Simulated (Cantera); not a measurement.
Ignition delay

Mixture: 7.43 % CH₄, 8.92 % CO, 17.5 % O₂, 66.1 % N₂, at 10.0 bar, adiabatic and at constant volume. Ignition delay is the time to a rise of 400 K.

Detailed kinetics in Cantera: GRI-Mech 3.0 (53 species, 325 reactions).

| T0 (K) | delay (ms) |
|---|---|
| 1125 | 28.2 |
| 1225 | 6.11 |
| 1325 | 1.59 |
| 1425 | 0.478 |
| 1525 | 0.163 |
| 1625 | 0.0628 |
| 1725 | 0.0272 |

| Item | Value |
|---|---|
| apparent activation energy between 1525 and 1725 K | 200 kJ/mol |
